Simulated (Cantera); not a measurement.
**Ignition delay**

Mixture: CH₄ : H₂ : O₂ : N₂ = 1 : 1.4 : 6.59 : 24.8 (molar parts), at 9000 Torr, adiabatic and at constant pressure. Ignition delay is the time to a rise of 400 K.

Cantera simulation using GRI-Mech 3.0 (53 species, 325 reactions); the numbers are that mechanism's predictions, not measurements. The pressure lies above the range GRI-Mech 3.0 was tuned for (to about 10 atm).

```json
[
 {"T0 (K)": "1150", "delay (ms)": "0.627"},
 {"T0 (K)": "1225", "delay (ms)": "0.152"},
 {"T0 (K)": "1300", "delay (ms)": "0.0543"},
 {"T0 (K)": "1375", "delay (ms)": "0.0258"},
 {"T0 (K)": "1450", "delay (ms)": "0.0143"},
 {"T0 (K)": "1525", "delay (ms)": "0.00883"},
 {"T0 (K)": "1600", "delay (ms)": "0.00585"}
]
```

```yaml
apparent activation energy between 1450 and 1600 K: 120 kJ/mol
```
